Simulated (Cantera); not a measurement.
Feed: 1 mol C2H4, 0.14 mol H2O, 0.41 mol N2, at 1.33 mbar.

Equilibrium computed with Cantera from the NASA thermochemical tables; the gas is ideal and each condensed phase is pure. Candidate condensed phases: C, C6H6, C7H8, C8H18, H2O; 136 gas species. Equilibrium is a limit: real reactors are often held back by kinetics, nucleation or transport.

Q: What share of the C ends up in condensed phases as a function of T (K), at 2373, 2423, 2473, 2523, 2573, 2623, 2673, 2723, 2773, 2823, 2873, 2923, 2973, 3023?

A: 
| T (K) | C condensed (%) | as |
|---|---|---|
| 2373 | 89.6 | C(graphite) |
| 2423 | 89.1 | C(graphite) |
| 2473 | 88.5 | C(graphite) |
| 2523 | 87.8 | C(graphite) |
| 2573 | 87.0 | C(graphite) |
| 2623 | 85.6 | C(graphite) |
| 2673 | 83.5 | C(graphite) |
| 2723 | 79.7 | C(graphite) |
| 2773 | 72.7 | C(graphite) |
| 2823 | 59.9 | C(graphite) |
| 2873 | 35.9 | C(graphite) |
| 2923 | 0.0 | - |
| 2973 | 0.0 | - |
| 3023 | 0.0 | - |
